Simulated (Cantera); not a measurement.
Charge: 1 mol CH₃F, 9.4 mol H₂, equilibrated at 2550 K and 13.3 mbar.

Method: chemical equilibrium by Gibbs-energy minimisation in Cantera with the NASA 1993 tables (ideal gas, pure condensed phases). Candidate condensed phases: C, C₆H₆, C₇H₈, C₈H₁₈; 95 gas species. The numbers say what is thermodynamically allowed, not how fast it happens.

Base state: H₂ 0.688, H 0.224, HF 0.0778, C₂H₂ (acetylene) 0.00916, C₂H 0.000237, C₃ 7.99e-5, F 6.01e-5, C₄H₂ 5.04e-5 (mole fractions); condensed: C(graphite).

**Question.** What changes in the equilibrium state with this change: CH₃F replaced by CCl₄?

**Answer.** 
| species | before | after |
|---|---|---|
| H₂ | 0.688 | 0.497 |
| HCl | 0 | 0.241 |
| H | 0.224 | 0.190 |
| HF | 0.0778 | 0 |
| Cl | 0 | 0.0650 |
| F | 6.01e-5 | 0 |
| C₂HCl | 0 | 3.98e-5 |
| C₂H₂ (acetylene) | 0.00916 | 0.00660 |
| C(graphite), mol | 0.752 | 0.815 |
